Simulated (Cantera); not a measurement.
A perfectly stirred reactor is fed with CH4 : O2 : N2 : H2O : CO2 = 1 : 2.27 : 8.55 : 1.9 : 0.017 (molar parts), at 7500 Torr; it is adiabatic with a 700 K inlet, and is followed from long to short residence time, starting on the burning branch (τ in s: 0.082, 0.033, 0.013, 0.0055, 0.0022, 0.0009, 0.00037, 0.00015, 6e-05).

Cantera simulation using GRI-Mech 3.0 (53 species, 325 reactions); the numbers are that mechanism's predictions, not measurements.

x: mole fraction; the columns are a selection and need not sum to one.

```tsv
τ (s)	T (K)	x CH4	x O2	x H2O	x CH2	x HO2	x NO
0.082	2160	?	0.0192	0.282	1.57e-8	2.60e-6	0.00109
0.033	2160	?	0.0195	0.282	3.90e-8	2.70e-6	0.000596
0.013	2159	?	0.0197	0.282	9.76e-8	2.88e-6	0.000301
0.0055	2156	?	0.0199	0.281	2.24e-7	3.24e-6	0.000168
0.0022	2149	?	0.0204	0.281	5.28e-7	4.09e-6	0.000105
0.00090	2137	?	0.0211	0.280	1.17e-6	5.88e-6	7.66e-5
0.00037	2116	?	0.0225	0.278	2.46e-6	9.52e-6	6.16e-5
0.00015	2081	?	0.0248	0.275	5.03e-6	1.70e-5	4.92e-5
6.0e-5	2021	?	0.0294	0.271	1.01e-5	3.43e-5	3.32e-5
```

Complete the blanks.


- 0.082, x CH4: 9.78e-7
- 0.033, x CH4: 2.37e-6
- 0.013, x CH4: 5.77e-6
- 0.0055, x CH4: 1.27e-5
- 0.0022, x CH4: 2.78e-5
- 0.00090, x CH4: 5.67e-5
- 0.00037, x CH4: 0.000113
- 0.00015, x CH4: 0.000234
- 6.0e-5, x CH4: 0.000571
